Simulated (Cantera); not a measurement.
A perfectly stirred reactor is fed with CH₄ : C₂H₆ : O₂ : N₂ = 1 : 1.3 : 6.55 : 24.6 (molar parts), equivalence ratio 1.0, at 2.37 atm; it is adiabatic with a 475 K inlet, and is followed from long to short residence time, starting on the burning branch (τ in s: 0.022, 0.01, 0.0047, 0.0022, 0.001, 0.00048, 0.00022, 0.0001, 4.8e-05).

Cantera simulation using GRI-Mech 3.0 (53 species, 325 reactions); the numbers are that mechanism's predictions, not measurements.

One state of this run: T (K) = 2324; x CH₄ = 4.10e-6; x C₂H₆ = 5.20e-7; x O₂ = 0.00862; x H₂O = 0.163; x HCO = 1.11e-7. x: mole fraction; the columns are a selection and need not sum to one.

Which value of τ (s) does it belong to?
A. 0.010
B. 0.00010
C. 0.00022
D. 4.8e-5

A, 0.010
